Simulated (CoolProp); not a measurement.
The numbers come from the reference Helmholtz-energy equation of state, Lemmon 2006 in CoolProp. It is a short technical equation, of lower accuracy than the large ones.

Q: For acetone, give the phase and the cp (kJ/(kg K)), cv (kJ/(kg K)), speed of sound (m/s) at 89.35 °C and 0.0107 MPa; 234.85 °C and 19.8 MPa.

A: 
- 89.35 °C and 0.0107 MPa: gas; cp 1.48, cv 1.34, speed of sound 239
- 234.85 °C and 19.8 MPa: liquid; cp 2.73, cv 1.98, speed of sound 575
